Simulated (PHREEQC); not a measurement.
Alkaline etch or developer: an equilibrium model

A solution holds 120 mmol/kgw KOH and 20 mmol/kgw H3BO3, at 35 °C. Closed to the air; pH follows from the charge balance.

Model: ion-association model, phreeqc.dat, run in PHREEQC.

This is a speciation only: nothing precipitates in the calculation.

Estimate the pH, ionic strength, density.

pH 12.55; ionic strength 0.120 mol/kgw; density 1.001 g/cm³.

Species that the database lacks are ignored.
